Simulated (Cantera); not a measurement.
A closed system holds: 1 mol Si(CH₃)₄, 0.51 mol C₃H₈, a varied amount of H₂, at 2175 K and 1100 Pa.

Cantera equilibrium calculation (NASA polynomials, part measured and part estimated; ideal gas, pure solids and liquids). Candidate condensed phases: C, C₆H₆, C₇H₈, C₈H₁₈, Si, SiC; 87 gas species. Gases not in the tables: Si₂H₆ and higher silanes. Rates play no part.

### Question
What share of the Si ends up in condensed phases as a function of n(H₂) (mol), at 92, 130, 190, 280, 400, 580, 830, 1200, 1700?

### Answer
```tsv
n(H₂) (mol)	Si condensed (%)	as
92	66.4	SiC(s)
130	53.7	SiC(s)
190	33.5	SiC(s)
280	3.3	SiC(s)
400	0.0	-
580	0.0	-
830	0.0	-
1200	0.0	-
1700	0.0	-
```
